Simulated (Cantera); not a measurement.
An isothermal, constant-pressure homogeneous reactor starts with CH4 : N2 = 1 : 140 (molar parts), at 1598 K and 1.00 bar.

Model: GRI-Mech 3.0 (53 species, 325 reactions), integrated in Cantera. GRI-Mech 3.0 stops at C3 and has no aromatics, soot or wall deposition, so with more carbon than oxygen in the feed, carbon stays in small species such as C2H2 where larger ones or solid carbon would form.

x: mole fraction; the columns are a selection and need not sum to one.

```tsv
t (s)	x CH4	x HCN	x H2	x C2H4	x CH2	x H
5.00e-6	0.00709	<1e-12	2.03e-8	<1e-12	<1e-12	___
1.81e-5	0.00709	<1e-12	1.52e-7	2.30e-12	2.12e-12	6.38e-8
6.53e-5	0.00709	<1e-12	7.13e-7	1.68e-10	2.71e-11	6.64e-8
0.000236	0.00709	<1e-12	2.76e-6	9.01e-9	2.54e-10	6.76e-8
0.000854	0.00707	3.40e-12	1.09e-5	4.05e-7	2.35e-9	___
0.00309	0.00699	9.71e-11	6.32e-5	1.29e-5	1.56e-8	___
0.0112	0.00641	4.77e-9	0.000658	0.000189	5.03e-8	___
0.0403	0.00472	5.64e-8	0.00325	0.000199	3.16e-8	___
0.146	0.00277	2.03e-7	0.00636	3.85e-5	1.50e-8	___
0.527	0.00117	4.95e-7	0.00879	8.20e-6	6.02e-9	___
1.91	0.000383	8.74e-7	0.00998	4.25e-6	1.96e-9	5.23e-6
6.89	0.000112	1.25e-6	0.0104	4.08e-6	5.74e-10	5.43e-6
24.9	3.50e-5	1.64e-6	0.0105	4.13e-6	1.80e-10	5.49e-6
90.0	2.03e-5	2.23e-6	0.0105	4.15e-6	1.05e-10	5.50e-6
```

Q: What belongs in the gaps?

A: 
- 5.00e-6, x H: 3.93e-8
- 0.000854, x H: 8.25e-8
- 0.00309, x H: 2.10e-7
- 0.0112, x H: 1.00e-6
- 0.0403, x H: 2.37e-6
- 0.146, x H: 3.65e-6
- 0.527, x H: 4.69e-6
